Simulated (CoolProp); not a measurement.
Vapour-liquid equilibrium of R134a (1) + dimethyl ether (2) at 0.173 MPa; x and y are mole fractions of (1).

Model: multi-fluid Helmholtz-energy mixture model, Tillner-Roth 1994 and Wu 2011; pair parameters Bell 2016, in CoolProp.

Problem. Give the bubble temperature and the first vapour's composition at x = 0.25, 0.65, 0.75. Is there an azeotrope?

Solution. x = 0.25: 262.6 K, y = 0.237; x = 0.65: 261.7 K, y = 0.691; x = 0.75: 261.2 K, y = 0.791. y crosses x between x = 0.25 and 0.35: the model has an azeotrope there.

The pair parameters rest on a limited set of measurements; away from them the model extrapolates.
